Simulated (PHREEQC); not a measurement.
Model water analysis in mg/kgw, 90 °C, pH 7.01, pe 1.3:

```tsv
constituent	mg/kgw
Na	1490
K	138
Ca	358
Mg	90.5
Cl	3320
S(6) as SO4	162
Alkalinity as HCO3	12.7
Mn(2)	3.56
F	5.7
```

Valence states are taken as typed.

The numbers come from PHREEQC with the ion-association model, phreeqc.dat.

Problem. The ionic strength comes out as 0.107 mol/kgw. What activity coefficients do MnCl+, KSO4-, Mn+2, HCO3-, Ca+2 get?

Solution. MnCl+ 0.75, KSO4- 0.76, Mn+2 0.35, HCO3- 0.76, Ca+2 0.33.

No solid was allowed to form. Examples of supersaturated solids here: Fluorite. Others may be too. Away from 25 °C the constants follow the database's enthalpies or fits; those with neither stay at their 25 °C values.
